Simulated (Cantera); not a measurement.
Input: 1 mol CuF2, 0.3 mol O2, 70 mol H2, at 133 Pa.

These are equilibrium values from Cantera (NASA tables, ideal gas, pure condensed phases), not measurements of a reactor. Candidate condensed phases: Cu, CuF2, CuO, Cu(OH)2, Cu2O, H2O; 27 gas species. Equilibrium is a limit: real reactors are often held back by kinetics, nucleation or transport.

x: gas mole fraction; n: condensed amount in mol.

```
T (K)   x H2    x HF    x H2O      x Cu       x H    x CuF  n Cu(s)  n Cu(l)
-----  -----  ------  -------  --------  --------  -------  -------  -------
700    0.963  0.0282  0.00845    <1e-12    <1e-12   <1e-12     1.00        0
800    0.963  0.0282  0.00845    <1e-12  7.79e-11   <1e-12     1.00        0
900    0.963  0.0282  0.00845       [?]       [?]      [?]     1.00        0
1000   0.963  0.0282  0.00845       [?]       [?]      [?]    1.000        0
1100   0.963  0.0282  0.00845   4.47e-7   6.95e-7  6.77e-9    1.000        0
1200   0.963  0.0282  0.00845   9.21e-6   5.30e-6  6.93e-8    0.999        0
1300   0.963  0.0282  0.00845  0.000118   2.97e-5  4.93e-7    0.992        0
1400   0.962  0.0281  0.00844   0.00101  0.000131  2.54e-6        0    0.928
```

Some entries are withheld; supply them.


- 900, x Cu: 1.35e-10
- 900, x H: 3.14e-9
- 900, x CuF: 1.33e-11
- 1000, x Cu: 1.17e-8
- 1000, x H: 6.10e-8
- 1000, x CuF: 4.12e-10
